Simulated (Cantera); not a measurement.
Source: NASA polynomial tables (part measured, part estimated), evaluated in Cantera. Values are per mole of reaction as written; species without (g) are pure solids or liquids, kept so even where they would boil at 1 bar.

BaF2 + H2(g) ⇌ 2 HF(g) + Ba

| T (K) | ΔH° (kJ) | ΔS° (J/K) | ΔG° (kJ) | log10 K | condensed phases |
|---|---|---|---|---|---|
| 300 | 663.4 | 182.9 | 608.5 | -105.95 | BaF2(s), Ba(s) |
| 1223 | 648.5 | 160.1 | 452.7 | -19.34 | BaF2(s), Ba(l) |
| 1248 | 647.0 | 158.9 | 448.7 | -18.78 | BaF2(s), Ba(l) |
| 1273 | 645.5 | 157.7 | 444.8 | -18.25 | BaF2(s), Ba(l) |
| 1298 | 644.0 | 156.5 | 440.9 | -17.74 | BaF2(s), Ba(l) |
| 1323 | (withheld) | (withheld) | (withheld) | (withheld) | BaF2(s), Ba(l) |
| 1348 | 641.1 | 154.3 | 433.1 | -16.78 | BaF2(s), Ba(l) |
| 1373 | 639.7 | 153.3 | 429.2 | -16.33 | BaF2(s), Ba(l) |
| 1398 | 638.3 | 152.3 | 425.4 | -15.89 | BaF2(s), Ba(l) |
| 1423 | 637.1 | 151.4 | 421.6 | -15.48 | BaF2(s), Ba(l) |
| 1448 | (withheld) | (withheld) | (withheld) | (withheld) | BaF2(s), Ba(l) |

Q: Complete the blanks.

A: 
- 1323, ΔH° (kJ): 642.5
- 1323, ΔS° (J/K): 155.4
- 1323, ΔG° (kJ): 437.0
- 1323, log10 K: -17.25
- 1448, ΔH° (kJ): 635.9
- 1448, ΔS° (J/K): 150.6
- 1448, ΔG° (kJ): 417.9
- 1448, log10 K: -15.07
